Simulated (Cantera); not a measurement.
Feed: 1 mol Si3N4, 0.72 mol C, 0.21 mol H2, at 1998 K and 1 atm.

Cantera equilibrium calculation (NASA polynomials, part measured and part estimated; ideal gas, pure solids and liquids). Candidate condensed phases: C, C6H6, C7H8, C8H18, Si, SiC, Si3N4; 105 gas species. Mutual solubility and eutectic melting of coexisting phases are not modelled. Gases not in the tables: Si2H6 and higher silanes. Equilibrium is a limit: real reactors are often held back by kinetics, nucleation or transport.

Task: What is the equilibrium state?

Result: 
* **x(N2)**: 0.695
* **x(H2)**: 0.303
* **x(HCN)**: 0.000981
* **x(H)**: 0.000878
* **x(HNC)**: 5.55e-5
* **x(Si)**: 1.56e-5
* **x(SiH2)**: 1.19e-5
* **x(SiH)**: 5.91e-6
* **x(CH4)**: 5.81e-6
* **n(SiC(s))**: 0.719 mol
* **n(Si3N4(s))**: 0.760 mol
* **gas amount**: 0.6898 mol
* **log10 activity of Si(l) (absent)**: -0.43
* **log10 activity of C(graphite) (absent)**: -0.84
